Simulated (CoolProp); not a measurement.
The fluoroketone C6F12O (FK-5-1-12) at several states: Z from the reference equation and from simpler models built on Tc = 168.7 °C, pc = 18.69 bar, ω = 0.471; each cubic takes its own stable root.

Computed with CoolProp (reference Helmholtz-energy equation of state, McLinden 2015).

```csv
T (°C),p (bar),phase,reference
127.75,0.301,gas,0.9919
-0.95,10.6,liquid,0.08802
119.55,1.41,gas,0.9581
180.45,7.74,gas,0.8575
-72.55,0.46,liquid,0.004653
95.55,87.2,liquid,0.6224
```

### Question
How far does each simpler model (van der Waals, Peng-Robinson) lie from the reference over these 6 states: mean and median of the absolute difference, and the worst?

### Answer
- van der Waals: mean 32.7 %, median 25.9 %, worst +73.4 % at -72.55 °C and 0.46 bar
- Peng-Robinson: mean 1.6 %, median 0.8 %, worst -5.0 % at 95.55 °C and 87.2 bar
